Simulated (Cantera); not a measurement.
**Premixed flame**

A freely propagating, adiabatic, planar premixed flame of CH4 : O2 : N2 = 0.76 : 2.9 : 13.3 (molar parts), unburnt at 625 K and 100000 Pa; mixture-averaged transport, grid criteria slope 0.08 and curve 0.16, no radiation.

Detailed kinetics in Cantera: GRI-Mech 3.0 (53 species, 325 reactions). Burning velocities carry a grid error of a few per cent, more on coarse grids.

| z (mm) | T (K) | u (m/s) | x CH4 | x O2 | x HCN | x NO | x CH2 | x C2H6 |
|---|---|---|---|---|---|---|---|---|
| -2.60 | 626 | 0.315 | 0.0447 | 0.171 | <1e-8 | <1e-8 | <1e-8 | 1.47e-7 |
| -1.73 | 634 | 0.319 | 0.0442 | 0.170 | <1e-8 | <1e-8 | <1e-8 | 1.65e-6 |
| -1.30 | 654 | 0.329 | 0.0430 | 0.169 | <1e-8 | <1e-8 | <1e-8 | 7.03e-6 |
| -0.866 | 725 | 0.366 | 0.0390 | 0.163 | <1e-8 | 2.05e-8 | <1e-8 | 3.88e-5 |
| -0.433 | 962 | 0.487 | 0.0261 | 0.143 | <1e-8 | 1.46e-7 | <1e-8 | 0.000196 |
| -0.216 | 1185 | 0.601 | 0.0142 | 0.122 | 1.45e-8 | 3.15e-7 | 2.64e-7 | 0.000237 |
| 0 | 1416 | 0.719 | 0.00301 | 0.0983 | 2.43e-8 | 5.64e-7 | 2.62e-6 | 2.62e-5 |
| 0.216 | 1519 | 0.769 | 0.000153 | 0.0872 | 1.47e-8 | 8.59e-7 | 4.03e-7 | 5.05e-8 |
| 0.433 | 1561 | 0.788 | 5.19e-6 | 0.0840 | <1e-8 | 1.09e-6 | 1.74e-8 | <1e-8 |
| 0.866 | 1602 | 0.807 | <1e-8 | 0.0821 | <1e-8 | 1.36e-6 | <1e-8 | <1e-8 |
| 1.73 | 1628 | 0.819 | <1e-8 | 0.0815 | <1e-8 | 1.57e-6 | <1e-8 | <1e-8 |
| 3.46 | 1638 | 0.823 | <1e-8 | 0.0815 | <1e-8 | 1.67e-6 | <1e-8 | <1e-8 |
| 6.93 | 1640 | 0.824 | <1e-8 | 0.0816 | <1e-8 | 1.71e-6 | <1e-8 | <1e-8 |
x: mole fraction of selected species; z is measured from the peak of heat release.

The laminar burning velocity is 31.4 cm/s and the thermal thickness is 0.866 mm. The peak x(HCN) is 2.46e-8. The peak x(CH2) is 2.62e-6 and the peak x(C2H6) is 0.000254. The grid points is 131.
